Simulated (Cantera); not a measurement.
Input: 1 mol SiHCl3, 16 mol N2, a varied amount of H2, at 0.0413 Torr.

Method: chemical equilibrium by Gibbs-energy minimisation in Cantera with the NASA 1993 tables (ideal gas, pure condensed phases). Candidate condensed phases: NH4Cl, Si, Si3N4; 28 gas species. N2 is the only nitrogen source here; it is nearly inert below about 1500 K, so the nitride shown seldom forms there in practice. The tables' values for SiCl3 are old estimates. Rates play no part.

Task: What condenses at these points (T in K, n(H2) in mol): (1423, 14); (1423, 2.5); (1823, 26); (1623, 82); (1673, 4.5); (1423, 8.1)?

Result: 
```tsv
T (K)	n(H2) in mol	condensed phases	Si condensed (%)
1423	14	Si3N4	52.7
1423	2.5	Si3N4	16.4
1823	26	gas only	0.0
1623	82	Si	42.9
1673	4.5	gas only	0.0
1423	8.1	Si3N4	42.1
```
